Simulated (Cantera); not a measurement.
Charge: 1 mol PbO, 1.5 mol CO, at 0.00420 bar.

These are equilibrium values from Cantera (NASA tables, ideal gas, pure condensed phases), not measurements of a reactor. Candidate condensed phases: C, Pb, PbO, PbO2, Pb3O4; 15 gas species. Equilibrium is a limit: real reactors are often held back by kinetics, nucleation or transport. All values below are at 1252 °C.

Base state: CO2 0.399, Pb 0.399, CO 0.201, PbO 0.000960, Pb2 1.05e-5 (mole fractions); condensed: gas only.

What changes in the equilibrium state with this change: pressure from 0.00420 bar to 0.100 bar?


```
species       before     after
----------  --------  --------
CO2            0.399     0.458
Pb             0.399     0.311
CO             0.201     0.230
Pb2          1.05e-5  0.000153
PbO         0.000960  0.000750
Pb(l), mol         0     0.319
```
